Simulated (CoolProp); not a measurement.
Properties of hexamethyldisiloxane (MM) along the isotherm 346.85 °C (Tc = 245.6 °C, pc = 19.31 bar, ω = 0.418).

Model: reference Helmholtz-energy equation of state, Thol 2016, in CoolProp.

```tsv
p (bar)	phase	density (kg/m³)	fugacity coefficient
13.8	gas	50.30	0.8738
27.6	supercritical	(withheld)	0.7642
41.4	supercritical	(withheld)	(withheld)
55.2	supercritical	291.7	0.6017
69	supercritical	(withheld)	0.5509
82.8	supercritical	386.6	(withheld)
96.6	supercritical	413.1	0.4935
110	supercritical	432.9	0.4788
124	supercritical	449.8	(withheld)
138	supercritical	464.0	0.4645
152	supercritical	476.2	0.4632
166	supercritical	487.0	0.4648
179	supercritical	496.0	(withheld)
193	supercritical	504.7	0.4745
```

Question: Some entries are withheld; supply them.

Answer: 
- 27.6, density (kg/m³): 117.9
- 41.4, density (kg/m³): 205.1
- 41.4, fugacity coefficient: 0.6731
- 69, density (kg/m³): 349.5
- 82.8, fugacity coefficient: 0.5165
- 124, fugacity coefficient: 0.4694
- 179, fugacity coefficient: 0.4684
